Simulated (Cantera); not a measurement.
A Cantera script and what it prints.

```python
import numpy as np
import cantera as ct

gas_names = """
    CL CL2 H HCL H2 Si SiCL SiCL2 SiCL3 SiCL4 SiH SiHCL3 SiH2 SiH2CL2 SiH3 SiH3CL SiH4 Si2 Si3
""".split()
cond_names = """
    Si(cr) Si(L)
""".split()


def load(file, names, dense=False):
    # The tables refer to 1 bar. Condensed volumes are neglected.
    table = {s.name: s for s in ct.Species.list_from_file(file)}
    out = []
    for n in names:
        d = dict(table[n].input_data)
        d["thermo"] = dict(d["thermo"], **{"reference-pressure": 1e5})
        if dense:
            d["equation-of-state"] = {"model": "constant-volume", "density": "1e6 g/cm^3"}
        out.append(ct.Species.from_dict(d))
    return out


gas = ct.Solution(thermo="ideal-gas", species=load("nasa_gas.yaml", gas_names))
cond = {s.name: ct.Solution(thermo="fixed-stoichiometry", species=[s], name=s.name)
        for s in load("nasa_condensed.yaml", cond_names, dense=True)}
atoms = {
    'SiHCl3': {'Si': 1, 'H': 1, 'CL': 3},
    'H2': {'H': 2},
}
top_T = {}  # K; cautious upper limits of use, not melting points


def equilibrate(T, P, feed):
    n = {}
    for name, mol in feed.items():
        for a, k in atoms[name].items():
            n[a] = n.get(a, 0.0) + k * mol
    gas.TPX = T, P, n
    mass = sum(n.values()) * gas.mean_molecular_weight
    gas.equilibrate("TP")
    valid = [c for c in cond.values() if c.min_temp <= T <= top_T.get(c.name, c.max_temp)]
    mix = ct.Mixture([(gas, mass / gas.mean_molecular_weight)] + [(c, 0.0) for c in valid])
    mix.T, mix.P = T, P
    mix.equilibrate("TP", solver="vcs", rtol=1e-11, max_steps=5000)
    return mix


results = []
feed = {'SiHCl3': 1, 'H2': 12}  # mol
P = 13332.2  # Pa
for T in [1200, 1275, 1350, 1425, 1500, 1575, 1650, 1725]:
    mix = equilibrate(T, P, feed)
    results.append((T, P, feed, dict(zip(mix.species_names, mix.species_moles))))
    x = sorted(zip(gas.X, gas.species_names), reverse=True)
    print(f"T = {T:g} K  P = {P:g} Pa  gas = {mix.phase_moles(0):.4g} mol")
    print("   x: " + "  ".join(f"{s} {v:.3e}" for v, s in x if v > 0.0001))
    print("   condensed (mol): " + ("  ".join(f"{mix.phase(i).name} {mix.phase_moles(i):.4g}"
          for i in range(1, mix.n_phases) if mix.phase_moles(i) > 1e-12) or "none"))
```

Result:

```
T = 1200 K  P = 13332.2 Pa  gas = 13.46 mol
   x: H2 8.947e-01  HCL 5.500e-02  SiCL4 2.555e-02  SiHCL3 1.130e-02  SiCL2 7.981e-03  SiCL3 4.821e-03  SiH2CL2 6.549e-04
   condensed (mol): Si(cr) 0.3226
T = 1275 K  P = 13332.2 Pa  gas = 13.6 mol
   x: H2 8.770e-01  HCL 7.433e-02  SiCL4 1.709e-02  SiCL2 1.633e-02  SiHCL3 8.140e-03  SiCL3 6.550e-03  SiH2CL2 5.374e-04
   condensed (mol): Si(cr) 0.338
T = 1350 K  P = 13332.2 Pa  gas = 13.75 mol
   x: H2 8.607e-01  HCL 9.078e-02  SiCL2 2.692e-02  SiCL4 9.172e-03  SiCL3 7.036e-03  SiHCL3 4.980e-03  SiH2CL2 3.943e-04
   condensed (mol): Si(cr) 0.3329
T = 1425 K  P = 13332.2 Pa  gas = 13.86 mol
   x: H2 8.494e-01  HCL 1.012e-01  SiCL2 3.642e-02  SiCL3 6.054e-03  SiCL4 3.958e-03  SiHCL3 2.598e-03  SiH2CL2 2.604e-04
   condensed (mol): Si(cr) 0.3166
T = 1500 K  P = 13332.2 Pa  gas = 13.93 mol
   x: H2 8.436e-01  HCL 1.061e-01  SiCL2 4.286e-02  SiCL3 4.503e-03  SiCL4 1.502e-03  SiHCL3 1.237e-03  SiH2CL2 1.620e-04
   condensed (mol): Si(cr) 0.2998
T = 1575 K  P = 13332.2 Pa  gas = 13.96 mol
   x: H2 8.410e-01  HCL 1.077e-01  SiCL2 4.676e-02  SiCL3 3.157e-03  SiHCL3 5.811e-04  SiCL4 5.577e-04  H 1.044e-04
   condensed (mol): Si(cr) 0.2856
T = 1650 K  P = 13332.2 Pa  gas = 13.98 mol
   x: H2 8.400e-01  HCL 1.078e-01  SiCL2 4.918e-02  SiCL3 2.195e-03  SiHCL3 2.814e-04  H 2.280e-04  SiCL4 2.150e-04
   condensed (mol): Si(cr) 0.2735
T = 1725 K  P = 13332.2 Pa  gas = 13.99 mol
   x: H2 8.383e-01  HCL 1.098e-01  SiCL2 4.955e-02  SiCL3 1.545e-03  H 4.657e-04  SiHCL3 1.424e-04
   condensed (mol): Si(L) 0.2804
```

Cantera equilibrium calculation (NASA polynomials, part measured and part estimated; ideal gas, pure solids and liquids). The tables' values for SiCl3, SiCl are old estimates; treat these amounts as uncertain. Gases not in the tables: Si2H6 and higher silanes.
